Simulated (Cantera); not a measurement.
An adiabatic, constant-pressure homogeneous reactor starts with CH₄ : CO : O₂ : N₂ : H₂O = 1 : 0.068 : 1.45 : 5.46 : 1.3 (molar parts), equivalence ratio 1.4, at 1000 K and 0.340 bar.

Cantera simulation using GRI-Mech 3.0 (53 species, 325 reactions); the numbers are that mechanism's predictions, not measurements.

x: mole fraction; the columns are a selection and need not sum to one.

| t (s) | T (K) | x CH₄ | x CO | x O₂ | x H₂ | x HCO | x C₂H₆ |
|---|---|---|---|---|---|---|---|
| 3.00e-6 | 1000 | 0.108 | 0.00733 | 0.156 | <1e-12 | <1e-12 | <1e-12 |
| 8.11e-6 | 1000 | 0.108 | 0.00733 | 0.156 | <1e-12 | <1e-12 | <1e-12 |
| 2.19e-5 | 1000 | 0.108 | 0.00733 | 0.156 | <1e-12 | <1e-12 | <1e-12 |
| 5.92e-5 | 1000 | 0.108 | 0.00733 | 0.156 | <1e-12 | <1e-12 | <1e-12 |
| 0.000160 | 1000 | 0.108 | 0.00733 | 0.156 | <1e-12 | <1e-12 | <1e-12 |
| 0.000433 | 1000 | 0.108 | 0.00733 | 0.156 | 3.18e-12 | <1e-12 | <1e-12 |
| 0.00117 | 1000 | 0.108 | 0.00733 | 0.156 | 1.55e-11 | <1e-12 | <1e-12 |
| 0.00316 | 1000 | 0.108 | 0.00733 | 0.156 | 9.75e-11 | <1e-12 | 5.13e-12 |
| 0.00854 | 1000 | 0.108 | 0.00733 | 0.156 | 7.81e-10 | <1e-12 | 1.24e-10 |
| 0.0231 | 1000 | 0.108 | 0.00733 | 0.156 | 7.89e-9 | <1e-12 | 3.81e-9 |
| 0.0624 | 1000 | 0.108 | 0.00733 | 0.156 | 7.67e-8 | <1e-12 | 1.08e-7 |
| 0.169 | 1000 | 0.108 | 0.00733 | 0.156 | 4.09e-7 | <1e-12 | 8.82e-7 |
| 0.456 | 1000 | 0.108 | 0.00733 | 0.156 | 1.67e-6 | <1e-12 | 3.64e-6 |
| 1.23 | 1001 | 0.108 | 0.00733 | 0.156 | 8.72e-6 | 2.07e-12 | 1.60e-5 |
| 3.33 | 1004 | 0.107 | 0.00742 | 0.156 | 0.000105 | 2.11e-11 | 0.000120 |
| 9.00 | (withheld) | <1e-12 | (withheld) | (withheld) | (withheld) | (withheld) | <1e-12 |

Question: Complete the blanks.

Answer: 
- 9.00, T (K): 2265
- 9.00, x CO: 0.0591
- 9.00, x O₂: 0.000179
- 9.00, x H₂: 0.0596
- 9.00, x HCO: 1.42e-8
